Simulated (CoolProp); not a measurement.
Saturation properties of R365MFC.

Values from CoolProp's reference Helmholtz-energy equation of state, Lemmon 2016.

```json
[
 {"T (K)": "276.4", "p (MPa)": "0.02165", "liquid density (kg/m³)": "1302", "vapour density (kg/m³)": "1.416", "enthalpy of vaporisation (kJ/kg)": "204.9", "surface tension (mN/m)": "17.6"},
 {"T (K)": "286.2", "p (MPa)": "0.03416", "liquid density (kg/m³)": "1282", "vapour density (kg/m³)": "2.171", "enthalpy of vaporisation (kJ/kg)": "200.6", "surface tension (mN/m)": "16.4"},
 {"T (K)": "296", "p (MPa)": "0.05200", "liquid density (kg/m³)": "1262", "vapour density (kg/m³)": "3.220", "enthalpy of vaporisation (kJ/kg)": "196.3", "surface tension (mN/m)": "15.3"},
 {"T (K)": "305.8", "p (MPa)": "0.07665", "liquid density (kg/m³)": "1241", "vapour density (kg/m³)": "4.638", "enthalpy of vaporisation (kJ/kg)": "191.8", "surface tension (mN/m)": "14.2"},
 {"T (K)": "315.6", "p (MPa)": "0.1098", "liquid density (kg/m³)": "1219", "vapour density (kg/m³)": "6.512", "enthalpy of vaporisation (kJ/kg)": "187.1", "surface tension (mN/m)": "13.1"},
 {"T (K)": "325.4", "p (MPa)": "0.1534", "liquid density (kg/m³)": "1197", "vapour density (kg/m³)": "8.944", "enthalpy of vaporisation (kJ/kg)": "182.2", "surface tension (mN/m)": "12.1"},
 {"T (K)": "335.1", "p (MPa)": "0.2088", "liquid density (kg/m³)": "1174", "vapour density (kg/m³)": "12.01", "enthalpy of vaporisation (kJ/kg)": "177.1", "surface tension (mN/m)": "11.0"},
 {"T (K)": "344.9", "p (MPa)": "0.2793", "liquid density (kg/m³)": "1150", "vapour density (kg/m³)": "15.91", "enthalpy of vaporisation (kJ/kg)": "171.6", "surface tension (mN/m)": "9.99"},
 {"T (K)": "354.7", "p (MPa)": "0.3669", "liquid density (kg/m³)": "1125", "vapour density (kg/m³)": "20.76", "enthalpy of vaporisation (kJ/kg)": "165.9", "surface tension (mN/m)": "8.97"},
 {"T (K)": "364.5", "p (MPa)": "0.4741", "liquid density (kg/m³)": "1100", "vapour density (kg/m³)": "26.77", "enthalpy of vaporisation (kJ/kg)": "159.8", "surface tension (mN/m)": "7.97"},
 {"T (K)": "374.3", "p (MPa)": "0.6035", "liquid density (kg/m³)": "1072", "vapour density (kg/m³)": "34.15", "enthalpy of vaporisation (kJ/kg)": "153.3", "surface tension (mN/m)": "6.99"}
]
```

It boils at 313.3 K under 1 atm.

Surface tension comes from a separate correlation (Mulero 2012).
